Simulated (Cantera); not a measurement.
Input (Python, Cantera):

```python
import numpy as np
import cantera as ct

gas = ct.Solution("SiF4_NH3_mec.yaml", "gas")
gas.TPX = 1750, 6000, {'NH3': 1, 'N2': 0.91}
reactor = ct.IdealGasConstPressureReactor(gas, energy="off", clone=False)
net = ct.ReactorNet([reactor])
net.rtol, net.atol = 1e-08, 1e-18
show = ['NH3', 'H', 'H2', 'NH2', 'N', 'N2H4']
times = np.geomspace(4e-06, 10, 15)

steps = ct.SolutionArray(gas, extra=["t"])
rows = []
print(f"{'t/s':>10s}{'T/K':>9s}{'P/Pa':>11s}" + "".join(f"{s:>11s}" for s in show))
for t in times:
    while net.time < t:
        t_next = net.step()
        steps.append(gas.state, t=t_next)
    rows.append([np.interp(t, steps.t, y) for y in (steps.T, steps.P, *steps(*show).X.T)])
    print(f"{t:10.3e}{rows[-1][0]:9.1f}{rows[-1][1]:11.4g}" + "".join(f"{x:11.3e}" for x in rows[-1][2:]))
rate = np.gradient(steps.T, steps.t)
print("integrator steps:", len(steps.t))
if steps.T.max() > steps.T[0] + 200:
    print(f"time of steepest temperature rise: {steps.t[rate.argmax()]:.4e} s")
gas.TPX = 1750, 6000, {'NH3': 1, 'N2': 0.91}
gas.equilibrate("TP")
print(f"equilibrium (TP): T = {gas.T:.1f} K  " + "  ".join(f"{s} {gas[s].X[0]:.3e}" for s in show))
```

Output:

```
       t/s      T/K       P/Pa        NH3          H         H2        NH2          N       N2H4
 4.000e-06   1750.0       6000  5.236e-01  2.858e-08  3.004e-08  8.866e-08  4.337e-20  2.477e-16
 1.146e-05   1750.0       6000  5.236e-01  3.498e-08  1.329e-07  3.008e-07  2.609e-18  7.191e-15
 3.281e-05   1750.0       6000  5.236e-01  3.529e-08  4.456e-07  9.265e-07  8.921e-17  1.390e-13
 9.398e-05   1750.0       6000  5.236e-01  3.529e-08  1.342e-06  2.719e-06  2.733e-15  1.723e-12
 2.692e-04   1750.0       6000  5.236e-01  3.534e-08  3.912e-06  7.852e-06  9.252e-14  1.648e-11
 7.710e-04   1750.0       6000  5.235e-01  3.590e-08  1.133e-05  2.252e-05  3.160e-12  1.423e-10
 2.208e-03   1750.0       6000  5.235e-01  4.161e-08  3.431e-05  6.424e-05  5.824e-11  1.176e-09
 6.325e-03   1750.0       6000  5.233e-01  9.482e-08  1.432e-04  1.757e-04  3.853e-10  8.849e-09
 1.811e-02   1750.0       6000  5.223e-01  4.111e-07  1.001e-03  3.198e-04  2.326e-09  2.932e-08
 5.188e-02   1750.0       6000  5.188e-01  1.264e-06  4.431e-03  3.284e-04  7.733e-09  3.093e-08
 1.486e-01   1750.0       6000  5.089e-01  3.548e-06  1.422e-02  3.140e-04  2.314e-08  2.827e-08
 4.256e-01   1750.0       6000  4.817e-01  9.573e-06  4.097e-02  2.881e-04  5.780e-08  2.382e-08
 1.219e+00   1750.0       6000  4.145e-01  2.482e-05  1.072e-01  2.486e-04  1.015e-07  1.773e-08
 3.491e+00   1750.0       6000  2.831e-01  5.984e-05  2.366e-01  1.863e-04  1.291e-07  9.949e-09
 1.000e+01   1750.0       6000  1.205e-01  1.279e-04  3.966e-01  1.012e-04  1.320e-07  2.936e-09
integrator steps: 973
equilibrium (TP): T = 1750.0 K  NH3 4.968e-07  H 6.858e-04  H2 5.149e-01  NH2 1.725e-09  N 4.146e-11  N2H4 8.561e-19
```

Computed with Cantera and the gas-phase N/H chemistry of the illustrative SiF4/NH3 mechanism in the Surface Chemkin manual (1991). Walls and surfaces, which speed up NH3 decomposition in real reactors, are not modelled.
